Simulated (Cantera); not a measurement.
A perfectly stirred reactor is fed with CH4 : O2 : N2 : H2O = 1 : 2.86 : 10.7 : 1.2 (molar parts), equivalence ratio 0.70, at 10.0 bar; it is adiabatic with a 750 K inlet, and is followed from long to short residence time, starting on the burning branch (τ in s: 0.2, 0.095, 0.046, 0.023, 0.011, 0.0054, 0.0026, 0.0013, 0.00063, 0.00031, 0.00015, 7.3e-05).

Computed with Cantera and GRI-Mech 3.0 (53 species, 325 reactions).

x: mole fraction; the columns are a selection and need not sum to one.

```tsv
τ (s)	T (K)	x CH4	x O2	x CO2	x NO	x H2O	x HCO
0.20	2068	4.36e-7	0.0536	0.0632	0.00130	0.202	7.12e-10
0.095	2069	?	0.0539	0.0632	?	0.202	?
0.046	2069	1.84e-6	0.0541	0.0632	0.000416	0.202	3.09e-9
0.023	2069	3.60e-6	0.0542	0.0631	0.000231	0.202	6.17e-9
0.011	2069	7.23e-6	0.0543	0.0630	0.000126	0.202	1.29e-8
0.0054	2067	1.38e-5	0.0544	0.0629	7.45e-5	0.202	2.64e-8
0.0026	2064	2.57e-5	0.0545	0.0626	4.80e-5	0.201	5.50e-8
0.0013	2059	?	0.0547	0.0621	?	0.201	?
0.00063	2050	7.76e-5	0.0552	0.0613	2.78e-5	0.201	2.31e-7
0.00031	2036	0.000132	0.0559	0.0600	2.32e-5	0.200	4.76e-7
0.00015	2014	0.000232	0.0572	0.0577	1.91e-5	0.199	1.00e-6
7.3e-5	1978	0.000436	0.0595	0.0539	1.46e-5	0.197	2.10e-6
```

Problem. Complete the blanks.

Solution. 
- 0.095, x CH4: 9.05e-7
- 0.095, x NO: 0.000753
- 0.095, x HCO: 1.50e-9
- 0.0013, x CH4: 4.47e-5
- 0.0013, x NO: 3.52e-5
- 0.0013, x HCO: 1.11e-7
